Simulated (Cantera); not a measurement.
What does this Cantera script print?

```python
import numpy as np
import cantera as ct

gas_names = """
    H HO2 H2 H2O H2O2 H2S H2SO4 O OH O2 O3 S SH SO SO2 SO3 S2 S2O S8
""".split()
cond_names = """
    H2O(s) H2O(L) H2SO4(L) S(cr1) S(cr2) S(L)
""".split()


# ... load() reads the species with a 1 bar reference pressure and builds the phases ...
atoms = {
    'H2S': {'H': 2, 'S': 1},
    'H2O': {'H': 2, 'O': 1},
    'H2': {'H': 2},
}
top_T = {}  # K; cautious upper limits of use, not melting points


# ... equilibrate(T, P, feed) seeds the gas with the atoms and calls Mixture.equilibrate('TP', solver="vcs", rtol=1e-11, max_steps=5000) ...
results = []
feed = {'H2S': 1, 'H2O': 0.53, 'H2': 1.2}  # mol
P = 20000  # Pa
for T in [2475, 2575, 2675, 2775, 2875, 2975, 3075]:
    mix = equilibrate(T, P, feed)
    results.append((T, P, feed, dict(zip(mix.species_names, mix.species_moles))))

top = {s: max(r[3][s] / sum(r[3][g] for g in gas_names) for r in results) for s in gas_names}
cols = sorted((s for s in top if top[s] > 0.001), key=lambda s: -top[s])[:9]
seen = [c for c in cond_names if any(r[3].get(c, 0) > 1e-12 for r in results)]
print("log10 of partial pressures in bar; condensed amounts in mol")
print(f"{'T/K':>10s}" + "".join(f"{s[:9]:>10s}" for s in cols + seen))
for T, P, feed, n in results:
    ng = sum(n[g] for g in gas_names)
    print(f"{T:10.4g}" + "".join(f"{np.log10(max(n[s] / ng * P / 1e5, 1e-99)):10.3f}" for s in cols)
          + "".join(f"{n.get(c, 0):10.4g}" for c in seen))
```

Result:

```
log10 of partial pressures in bar; condensed amounts in mol
       T/K        H2         H       H2O         S        S2        SO        SH       H2S        OH
      2475    -0.900    -2.098    -1.607    -2.271    -1.734    -2.346    -2.094    -2.449    -3.501
      2575    -0.910    -1.916    -1.648    -2.120    -1.790    -2.247    -2.067    -2.561    -3.301
      2675    -0.926    -1.750    -1.695    -1.991    -1.862    -2.168    -2.055    -2.682    -3.121
      2775    -0.949    -1.600    -1.750    -1.882    -1.951    -2.109    -2.060    -2.813    -2.962
      2875    -0.980    -1.465    -1.812    -1.793    -2.060    -2.069    -2.082    -2.957    -2.820
      2975    -1.020    -1.345    -1.883    -1.723    -2.189    -2.047    -2.122    -3.117    -2.696
      3075    -1.071    -1.239    -1.967    -1.672    -2.336    -2.043    -2.180    -3.292    -2.589
```

Method: chemical equilibrium by Gibbs-energy minimisation in Cantera with the NASA 1993 tables (ideal gas, pure condensed phases).
